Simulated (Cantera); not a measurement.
A Cantera script and its output.

```python
import numpy as np
import cantera as ct

gas = ct.Solution("gri30.yaml")
gas.TPX = 2100, 290000, {'CH4': 1, 'H2O': 1.6, 'H2': 1.3}
reactor = ct.IdealGasConstPressureReactor(gas, energy="off", clone=False)
net = ct.ReactorNet([reactor])
net.rtol, net.atol = 1e-08, 1e-18
show = ['CH4', 'H2O', 'H2', 'CO2', 'O']
times = np.geomspace(0.0006, 4, 9)

steps = ct.SolutionArray(gas, extra=["t"])
rows = []
print(f"{'t/s':>10s}{'T/K':>9s}{'P/Pa':>11s}" + "".join(f"{s:>11s}" for s in show))
for t in times:
    while net.time < t:
        t_next = net.step()
        steps.append(gas.state, t=t_next)
    rows.append([np.interp(t, steps.t, y) for y in (steps.T, steps.P, *steps(*show).X.T)])
    print(f"{t:10.3e}{rows[-1][0]:9.1f}{rows[-1][1]:11.4g}" + "".join(f"{x:11.3e}" for x in rows[-1][2:]))
rate = np.gradient(steps.T, steps.t)
print("integrator steps:", len(steps.t))
if steps.T.max() > steps.T[0] + 200:
    print(f"time of steepest temperature rise: {steps.t[rate.argmax()]:.4e} s")
gas.TPX = 2100, 290000, {'CH4': 1, 'H2O': 1.6, 'H2': 1.3}
gas.equilibrate("TP")
print(f"equilibrium (TP): T = {gas.T:.1f} K  " + "  ".join(f"{s} {gas[s].X[0]:.3e}" for s in show))
```

It prints:

```
       t/s      T/K       P/Pa        CH4        H2O         H2        CO2          O
 6.000e-04   2100.0    2.9e+05  2.077e-02  2.825e-01  5.865e-01  2.747e-03  8.078e-08
 1.804e-03   2100.0    2.9e+05  1.427e-02  2.254e-01  6.319e-01  4.973e-03  6.986e-08
 5.422e-03   2100.0    2.9e+05  8.789e-03  1.588e-01  6.827e-01  5.575e-03  5.511e-08
 1.630e-02   2100.0    2.9e+05  3.519e-03  1.122e-01  7.189e-01  4.861e-03  4.290e-08
 4.899e-02   2100.0    2.9e+05  3.162e-04  9.770e-02  7.313e-01  4.454e-03  3.824e-08
 1.473e-01   2100.0    2.9e+05  1.378e-07  9.715e-02  7.319e-01  4.436e-03  3.819e-08
 4.427e-01   2100.0    2.9e+05  1.241e-07  9.715e-02  7.319e-01  4.436e-03  3.819e-08
 1.331e+00   2100.0    2.9e+05  1.241e-07  9.715e-02  7.319e-01  4.436e-03  3.819e-08
 4.000e+00   2100.0    2.9e+05  1.241e-07  9.715e-02  7.319e-01  4.436e-03  3.819e-08
integrator steps: 1894
equilibrium (TP): T = 2100.0 K  CH4 1.458e-07  H2O 9.715e-02  H2 7.319e-01  CO2 4.436e-03  O 3.819e-08
```

Cantera simulation using GRI-Mech 3.0 (53 species, 325 reactions); the numbers are that mechanism's predictions, not measurements.
